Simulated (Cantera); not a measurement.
Adiabatic ignition

An adiabatic, constant-pressure homogeneous reactor starts with 1.91 % CH₃OH, 6.24 % O₂, 91.8 % N₂, equivalence ratio 0.46, at 1273 K and 1000000 Pa.

Detailed kinetics in Cantera: GRI-Mech 3.0 (53 species, 325 reactions). GRI-Mech 3.0 was tuned for natural gas; its chemistry of methanol as a main component is partial and can be far from experiment.

| t (s) | T (K) | x CH₃OH | x O₂ | x CH₃ | x C₂H₆ | x O |
|---|---|---|---|---|---|---|
| 3.00e-6 | 1273 | 0.0191 | 0.0624 | 2.97e-8 | <1e-12 | 2.69e-10 |
| 7.54e-6 | 1273 | 0.0191 | 0.0624 | 6.41e-8 | 8.36e-12 | 2.80e-10 |
| 1.89e-5 | 1273 | 0.0191 | 0.0624 | 1.13e-7 | 7.88e-11 | 3.00e-10 |
| 4.75e-5 | 1273 | 0.0191 | 0.0624 | 1.40e-7 | 4.37e-10 | 3.36e-10 |
| 0.000119 | 1273 | 0.0191 | 0.0624 | 1.23e-7 | 1.34e-9 | 4.55e-10 |
| 0.000300 | 1273 | 0.0191 | 0.0623 | 8.55e-8 | 2.71e-9 | 1.21e-9 |
| 0.000754 | 1285 | 0.0150 | 0.0601 | 2.19e-8 | 2.90e-9 | 1.33e-7 |
| 0.00189 | 1632 | <1e-12 | 0.0334 | <1e-12 | <1e-12 | 4.26e-6 |
| 0.00475 | 1632 | <1e-12 | 0.0333 | <1e-12 | <1e-12 | 1.27e-6 |
| 0.0119 | 1632 | <1e-12 | 0.0333 | <1e-12 | <1e-12 | 1.23e-6 |
| 0.0300 | 1632 | <1e-12 | 0.0333 | <1e-12 | <1e-12 | 1.23e-6 |
| 0.0754 | 1632 | <1e-12 | 0.0333 | <1e-12 | <1e-12 | 1.23e-6 |
| 0.189 | 1632 | <1e-12 | 0.0333 | <1e-12 | <1e-12 | 1.23e-6 |
| 0.475 | 1632 | <1e-12 | 0.0333 | <1e-12 | <1e-12 | 1.23e-6 |
| 1.19 | 1632 | <1e-12 | 0.0333 | <1e-12 | <1e-12 | 1.23e-6 |
| 3.00 | 1632 | <1e-12 | 0.0333 | <1e-12 | <1e-12 | 1.23e-6 |
x: mole fraction; the columns are a selection and need not sum to one.

| Quantity | Value |
|---|---|
| time of steepest temperature rise | 0.923 ms |
| temperature at 3.00 s | 1632 K |
| equilibrium temperature | 1630 K |
| x(CH₃OH) at 3.00 s | <1e-12 (gas-phase equilibrium <1e-12) |
| x(O₂) at 3.00 s | 0.0333 (gas-phase equilibrium 0.0329) |
| x(CH₃) at 3.00 s | <1e-12 (gas-phase equilibrium <1e-12) |
